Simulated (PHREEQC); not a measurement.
## Nickel, zinc or cadmium bath

Make-up at 25 °C: 0.0012 mol/kgw ZnSO4 and 8.3e-05 mol/kgw Al2(SO4)3. Closed to the air; pH follows from the charge balance.

All values are PHREEQC results (ion-association model, wateq4f.dat), not measurements.

```yaml
pH: 4.64
ionic_strength: 0.00479 mol/kgw
```

```tsv
species	molality	activity	log γ
SO4-2	0.00119	0.000887	-0.127
Zn+2	0.00104	0.000779	-0.124
ZnSO4	0.000162	0.000162	0.000
AlSO4+	8.82e-5	8.19e-5	-0.032
Al+3	5.36e-5	2.92e-5	-0.264
H+	2.44e-5	2.28e-5	-0.029
AlOH+2	1.70e-5	1.27e-5	-0.126
Al(OH)2+	4.70e-6	4.37e-6	-0.031
```

Precipitation was switched off in this run. Saturation is exceeded, for instance for Basaluminite, Boehmite (slow to form); the values hold only as long as no solid forms. Species that the database lacks are ignored.
